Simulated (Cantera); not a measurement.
**Dilute partial oxidation**

An isothermal, constant-pressure homogeneous reactor starts with CH3OH : O2 : N2 = 0.0067 : 0.0029 : 0.15 (molar parts), equivalence ratio 3.5, at 1225 K and 7.40 atm.

Cantera simulation using GRI-Mech 3.0 (53 species, 325 reactions); the numbers are that mechanism's predictions, not measurements. GRI-Mech 3.0 was tuned for natural gas; its chemistry of methanol as a main component is partial and can be far from experiment. The temperature is held fixed by assumption; the heat of reaction is taken as removed at once.

```json
[
 {"t (s)": "6.00e-6", "x CH3OH": "0.0420", "x O2": "0.0182", "x CH2": "5.39e-10", "x HCO": "<1e-12", "x CH2CO": "<1e-12", "x H": "6.43e-10", "x CH2O": "1.73e-7"},
 {"t (s)": "4.13e-5", "x CH3OH": "0.0420", "x O2": "0.0182", "x CH2": "5.39e-10", "x HCO": "<1e-12", "x CH2CO": "<1e-12", "x H": "7.28e-10", "x CH2O": "1.42e-6"},
 {"t (s)": "0.000284", "x CH3OH": "0.0420", "x O2": "0.0182", "x CH2": "5.39e-10", "x HCO": "2.21e-11", "x CH2CO": "1.42e-12", "x H": "1.43e-9", "x CH2O": "1.39e-5"},
 {"t (s)": "0.00195", "x CH3OH": "0.0205", "x O2": "0.00773", "x CH2": "1.19e-8", "x HCO": "6.60e-6", "x CH2CO": "1.42e-7", "x H": "5.56e-6", "x CH2O": "0.00924"},
 {"t (s)": "0.0134", "x CH3OH": "2.06e-9", "x O2": "2.28e-5", "x CH2": "1.12e-12", "x HCO": "3.12e-9", "x CH2CO": "2.34e-8", "x H": "1.80e-6", "x CH2O": "1.15e-8"},
 {"t (s)": "0.0923", "x CH3OH": "2.02e-10", "x O2": "2.77e-6", "x CH2": "<1e-12", "x HCO": "4.57e-10", "x CH2CO": "7.33e-10", "x H": "2.65e-7", "x CH2O": "6.56e-9"},
 {"t (s)": "0.634", "x CH3OH": "4.15e-11", "x O2": "2.96e-7", "x CH2": "<1e-12", "x HCO": "7.97e-11", "x CH2CO": "1.79e-10", "x H": "4.64e-8", "x CH2O": "6.31e-9"},
 {"t (s)": "4.36", "x CH3OH": "2.83e-11", "x O2": "1.61e-9", "x CH2": "<1e-12", "x HCO": "4.54e-11", "x CH2CO": "1.15e-10", "x H": "2.67e-8", "x CH2O": "6.27e-9"},
 {"t (s)": "30.0", "x CH3OH": "2.61e-11", "x O2": "<1e-12", "x CH2": "<1e-12", "x HCO": "4.11e-11", "x CH2CO": "9.74e-11", "x H": "2.57e-8", "x CH2O": "6.18e-9"}
]
```
x: mole fraction; the columns are a selection and need not sum to one.

Equilibrium at this temperature and pressure: CH3OH 1.36e-11, O2 <1e-12, CH2 <1e-12, HCO 3.67e-11, CH2CO 1.91e-12, H 2.66e-8, CH2O 5.88e-9 (gas phase only).
